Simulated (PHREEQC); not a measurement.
## Acid rinse or clean (model solution)

Make-up at 25 °C: 0.029 mol HF, 0.26 mol ZnSO4 and 5.9e-05 mol MnSO4 per kg of water. Closed to the air; pH follows from the charge balance.

Computed with PHREEQC (ion-association model, wateq4f.dat).

```yaml
pH: 2.54
ionic_strength: 0.479 mol/kgw
activity_of_water: 0.994
total_alkalinity: -29.0 meq/kg
```

```
species     molality  activity   log γ
----------  --------  --------  ------
Zn+2           0.119    0.0301  -0.597
ZnSO4         0.0941     0.105   0.048
SO4-2         0.0713    0.0149  -0.680
Zn(SO4)2-2    0.0442    0.0127  -0.541
HF            0.0169    0.0189   0.048
F-           0.00690   0.00439  -0.197
HSO4-        0.00620   0.00415  -0.175
H+           0.00374   0.00287  -0.116
ZnF+         0.00255   0.00187  -0.135
H2F2        0.000830  0.000927   0.048
HF2-        0.000499  0.000318  -0.197
Mn+2         3.66e-5   9.26e-6  -0.597
MnSO4        2.20e-5   2.45e-5   0.048
```

Precipitation was switched off in this run. wateq4f.dat counts part of the HF as a dimer, H2F2, which phreeqc.dat doesn't know; its constant is uncertain.
